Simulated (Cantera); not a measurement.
Feed: 1 mol Cr, 0.34 mol O₂, 14 mol H₂, held at 1027 °C and 0.100 Pa.

Equilibrium computed with Cantera from the NASA thermochemical tables; the gas is ideal and each condensed phase is pure. Candidate condensed phases: Cr, Cr₂O₃, H₂O; 13 gas species. Mutual solubility and eutectic melting of coexisting phases are not modelled. The numbers say what is thermodynamically allowed, not how fast it happens.

Base state: H₂ 0.994, Cr 0.00476, H 0.00110, H₂O 0.000267 (mole fractions); condensed: Cr(s) + Cr₂O₃(s).

Q: What changes in the equilibrium state with this change: temperature from 1027 °C to 1227 °C?

A: 
| species | before | after |
|---|---|---|
| H₂ | 0.994 | 0.935 |
| Cr | 0.00476 | 0.0415 |
| H | 0.00110 | 0.0170 |
| CrO | 2.49e-7 | 9.17e-5 |
| H₂O | 0.000267 | 0.00660 |
| Cr(s), mol | 0.482 | 0 |
| Cr₂O₃(s), mol | 0.225 | 0.194 |
